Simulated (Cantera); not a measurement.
## Iron carbonyl, mercury and lead vapours: Fe(CO)5 + CO + N2

Charge: 1 mol Fe(CO)5, 0.56 mol CO, 9 mol N2, equilibrated at 925 K.

Cantera equilibrium calculation (NASA polynomials, part measured and part estimated; ideal gas, pure solids and liquids). Candidate condensed phases: C, Fe, Fe(CO)5, FeO, Fe2O3, Fe3O4; 27 gas species. The tables' stoichiometric FeO is somewhat more stable than real wüstite, so its field is too wide. FeO: taken at fixed stoichiometry. Condensed phases not in the tables: cementite and carbon dissolved in iron. Kinetics and transport are ignored.

```
P (Pa)    x N2    x CO     x CO2  n C(graphite)  n Fe(α)  n FeO(s)
-------  -----  ------  --------  -------------  -------  --------
10       0.618   0.382   4.38e-5       0.000638     1.00         0
36       0.618   0.382  0.000158        0.00229     1.00         0
130      0.618   0.381  0.000567        0.00825     1.00         0
460      0.619   0.379   0.00198         0.0288     1.00         0
1700     0.622   0.371   0.00702          0.101     1.00         0
6000     0.632   0.347    0.0217          0.309     1.00         0
22000    0.653   0.291    0.0561          0.773     1.00         0
77000    0.721   0.193    0.0862           2.08        0      1.00
280000   0.749   0.123     0.128           2.54        0      1.00
1000000  0.769  0.0726     0.158           2.86        0      1.00
```
x: gas mole fraction; n: condensed amount in mol.

From 10.0 Pa to 0.220 bar the condensed part is C(graphite) + Fe(α). From 0.770 bar to 10.0 bar the condensed part is C(graphite) + FeO(s).
